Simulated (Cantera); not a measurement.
A Cantera script and what it prints.

```python
import numpy as np
import cantera as ct

gas_names = """
    B BH BH2 BH3 BO BO2 B2 B2O B2O2 B2O3 B3O3H3 H HBO HBO2 HO2 H2 H2O H2O2 H3B3O6 O OH O2 O3
""".split()
cond_names = """
    B(b) B(L) B2O3(L) B3O3H3(cr) H2O(s) H2O(L)
""".split()


def load(file, names, dense=False):
    # The tables refer to 1 bar. Condensed volumes are neglected.
    table = {s.name: s for s in ct.Species.list_from_file(file)}
    out = []
    for n in names:
        d = dict(table[n].input_data)
        d["thermo"] = dict(d["thermo"], **{"reference-pressure": 1e5})
        if dense:
            d["equation-of-state"] = {"model": "constant-volume", "density": "1e6 g/cm^3"}
        out.append(ct.Species.from_dict(d))
    return out


gas = ct.Solution(thermo="ideal-gas", species=load("nasa_gas.yaml", gas_names))
cond = {s.name: ct.Solution(thermo="fixed-stoichiometry", species=[s], name=s.name)
        for s in load("nasa_condensed.yaml", cond_names, dense=True)}
atoms = {
    'B2O3': {'B': 2, 'O': 3},
    'H2O': {'H': 2, 'O': 1},
    'H2': {'H': 2},
}
top_T = {}  # K; cautious upper limits of use, not melting points


def equilibrate(T, P, feed):
    n = {}
    for name, mol in feed.items():
        for a, k in atoms[name].items():
            n[a] = n.get(a, 0.0) + k * mol
    gas.TPX = T, P, n
    mass = sum(n.values()) * gas.mean_molecular_weight
    gas.equilibrate("TP")
    valid = [c for c in cond.values() if c.min_temp <= T <= top_T.get(c.name, c.max_temp)]
    mix = ct.Mixture([(gas, mass / gas.mean_molecular_weight)] + [(c, 0.0) for c in valid])
    mix.T, mix.P = T, P
    mix.equilibrate("TP", solver="vcs", rtol=1e-11, max_steps=5000)
    return mix


results = []
feed = {'B2O3': 1, 'H2O': 12, 'H2': 1.4}  # mol
P = 25  # Pa
for T in [1775, 1800, 1825, 1850, 1875, 1900, 1925, 1950, 1975, 2000, 2025, 2050]:
    mix = equilibrate(T, P, feed)
    results.append((T, P, feed, dict(zip(mix.species_names, mix.species_moles))))

top = {s: max(r[3][s] / sum(r[3][g] for g in gas_names) for r in results) for s in gas_names}
cols = sorted((s for s in top if top[s] > 1e-06), key=lambda s: -top[s])[:6]
seen = [c for c in cond_names if any(r[3].get(c, 0) > 1e-12 for r in results)]
print("log10 of partial pressures in bar; condensed amounts in mol")
print(f"{'T/K':>10s}" + "".join(f"{s[:9]:>10s}" for s in cols + seen))
for T, P, feed, n in results:
    ng = sum(n[g] for g in gas_names)
    print(f"{T:10.4g}" + "".join(f"{np.log10(max(n[s] / ng * P / 1e5, 1e-99)):10.3f}" for s in cols)
          + "".join(f"{n.get(c, 0):10.4g}" for c in seen))
```

Output:

```
log10 of partial pressures in bar; condensed amounts in mol
       T/K       H2O      HBO2        H2         H        OH        O2
      1775    -3.722    -4.474    -4.617    -5.847    -6.158    -6.953
      1800    -3.724    -4.476    -4.616    -5.754    -6.042    -6.753
      1825    -3.726    -4.478    -4.614    -5.663    -5.931    -6.562
      1850    -3.728    -4.481    -4.610    -5.574    -5.823    -6.380
      1875    -3.732    -4.484    -4.604    -5.486    -5.721    -6.209
      1900    -3.736    -4.488    -4.596    -5.399    -5.624    -6.050
      1925    -3.742    -4.493    -4.586    -5.313    -5.532    -5.903
      1950    -3.749    -4.499    -4.573    -5.227    -5.445    -5.768
      1975    -3.757    -4.505    -4.557    -5.143    -5.363    -5.646
      2000    -3.768    -4.513    -4.540    -5.059    -5.287    -5.535
      2025    -3.780    -4.522    -4.521    -4.976    -5.216    -5.435
      2050    -3.795    -4.533    -4.502    -4.895    -5.150    -5.346
```

Cantera equilibrium calculation (NASA polynomials, part measured and part estimated; ideal gas, pure solids and liquids).
